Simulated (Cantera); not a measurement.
A closed system holds: 1 mol Ni, 0.074 mol H₂S, 3.5 mol N₂, at 1.00 bar.

Cantera equilibrium calculation (NASA polynomials, part measured and part estimated; ideal gas, pure solids and liquids). Candidate condensed phases: Ni, NiS, NiS₂, Ni₃S₂, Ni₃S₄, S; 17 gas species. Metal and sulfide melt together well below either melting point, which pure phases cannot show. The numbers say what is thermodynamically allowed, not how fast it happens. All values below are at 973 K.

Base state: N₂ 0.979, H₂ 0.0206, H₂S 5.82e-5 (mole fractions); condensed: Ni(s) + Ni₃S₂(s).

Question: What changes in the equilibrium state with this change: Ni replaced by Pb?

Answer: 
```json
[
 {"species": "N₂", "before": "0.979", "after": "0.979"},
 {"species": "H₂", "before": "0.0206", "after": "0.0204"},
 {"species": "H₂S", "before": "5.82e-5", "after": "0.000277"},
 {"species": "PbS", "before": "0", "after": "4.22e-5"},
 {"species": "Ni(s), mol", "before": "0.889", "after": "0"},
 {"species": "Ni₃S₂(s), mol", "before": "0.0369", "after": "0"},
 {"species": "Pb(l), mol", "before": "0", "after": "0.927"},
 {"species": "PbS(s), mol", "before": "0", "after": "0.0729"}
]
```
Further candidate phases: Pb, PbS.
